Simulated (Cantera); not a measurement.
A perfectly stirred reactor is fed with 8.94 % CH₄, 0.313 % C₂H₆, 0.384 % C₃H₈, 18.9 % O₂, 71.4 % N₂, equivalence ratio 1.1, at 96000 Pa; it is adiabatic with a 650 K inlet, and is followed from long to short residence time, starting on the burning branch (τ in s: 0.06, 0.029, 0.014, 0.0069, 0.0034, 0.0016, 0.00079, 0.00038, 0.00019, 9.1e-05, 4.4e-05).

Cantera simulation using GRI-Mech 3.0 (53 species, 325 reactions); the numbers are that mechanism's predictions, not measurements.

One state of this run: T (K) = 2295; x CH₄ = 2.80e-5; x C₂H₆ = 1.71e-7; x C₃H₈ = 1.92e-7; x OH = 0.00794; x HCN = 2.04e-6. x: mole fraction; the columns are a selection and need not sum to one.

Q: Which value of τ (s) does it belong to?
A. 0.0034
B. 0.029
C. 0.00038
D. 0.00019

A: A, 0.0034
